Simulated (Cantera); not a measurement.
Charge: 1 mol AlCl3, 0.22 mol H2O, 8.3 mol N2, 0.66 mol HCl, at 4100 Pa.

Method: chemical equilibrium by Gibbs-energy minimisation in Cantera with the NASA 1993 tables (ideal gas, pure condensed phases). Candidate condensed phases: Al, AlCl3, AlN, Al2O3, H2O, NH4Cl; 45 gas species. The tables' values for AlCl2 are old estimates; treat these amounts as uncertain. Rates play no part. All values below are at 1500 °C.

Base state: N2 0.806, HCl 0.105, AlCl3 0.0801, Cl 0.00440, AlCl2 0.00253, H2 0.000669, AlCl 0.000262, H 3.63e-5 (mole fractions); condensed: Al2O3(s).

What changes in the equilibrium state with this change: HCl from 0.66 to 1.2 mol?


```
species          before     after
-------------  --------  --------
N2                0.806     0.766
HCl               0.105     0.149
AlCl3            0.0801    0.0764
H2O             1.23e-5   2.53e-5
H2             0.000669   0.00111
H               3.63e-5   4.67e-5
AlCl           0.000262  0.000207
Cl2             1.03e-5   1.24e-5
Al2O3(s), mol    0.0733    0.0732
```

What changes in the equilibrium state with this change: HCl from 0.66 to 4.5 mol?


```
species          before     after
-------------  --------  --------
N2                0.806     0.586
HCl               0.105     0.343
AlCl3            0.0801    0.0591
H2O             1.23e-5  0.000159
H2             0.000669   0.00281
AlCl           0.000262   7.70e-5
Cl2             1.03e-5   2.59e-5
AlCl2           0.00253   0.00118
Al2O3(s), mol    0.0733    0.0725
```
